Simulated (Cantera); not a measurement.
**Catalytic stagnation flow on Pt**

A jet of 1.97 % H2, 6.38 % O2, 91.6 % N2 at 300 K and 3100 Pa hits a platinum plate 6.2 cm away at a mass flux of 0.084 kg/m²/s; the plate temperature is set and raised in steps from an oxygen-covered start.

Computed with Cantera and Deutschmann's 1995 Pt surface mechanism with GRI-Mech 3.0 gas chemistry. Catalytic surfaces can have several steady states; this one follows from the mechanism file's or the stated starting coverage.

```
plate T (K)  wall x H2  wall x O2  wall x H2O  wall x OH  θ free Pt   θ O*     θ OH*
-----------  ---------  ---------  ----------  ---------  ---------  -----  --------
700            0.00282     0.0458      0.0324      <1e-8      0.119  0.879   0.00204
750            0.00251     0.0455      0.0328      <1e-8      0.141  0.857   0.00160
800            0.00204     0.0450      0.0336      <1e-8      0.185  0.814   0.00136
850            0.00163     0.0446      0.0342    1.58e-8      0.245  0.754   0.00118
900            0.00133     0.0443      0.0347    5.04e-8      0.314  0.685   0.00102
950            0.00112     0.0441      0.0349    1.41e-7      0.387  0.612  0.000876
1000          0.000981     0.0440      0.0351    3.53e-7      0.460  0.539  0.000747
1050          0.000894     0.0437      0.0355    8.01e-7      0.534  0.466  0.000636
```
x: mole fraction at the wall; θ: surface coverage.
